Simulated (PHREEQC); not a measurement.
A solution holds 0.55 mol/kgw MgCl2 and 0.56 mol/kgw Na2SO4, at 55 °C. Closed to the air; pH follows from the charge balance.

Computed with PHREEQC (Pitzer model, pitzer.dat).

```
Property                    Value
-------------------  ------------
ionic strength       3.33 mol/kgw
activity of water           0.949
density               1.088 g/cm³
osmotic coefficient         0.867
```

| species | molality | activity | log γ |
|---|---|---|---|
| Na+ | 1.12 | 0.780 | -0.157 |
| Cl- | 1.10 | 0.645 | -0.232 |
| SO4-2 | 0.560 | 0.0137 | -1.612 |
| Mg+2 | 0.550 | 0.0915 | -0.779 |
| MgOH+ | 4.16e-6 | 2.11e-6 | -0.295 |
| HSO4- | 3.65e-6 | 2.16e-6 | -0.229 |
| H+ | 8.79e-7 | 6.90e-7 | -0.105 |
| OH- | 3.71e-7 | 1.01e-7 | -0.567 |

Precipitation was switched off in this run. At this temperature some constants are extrapolated from 25 °C, and those without enthalpy data are left unchanged.
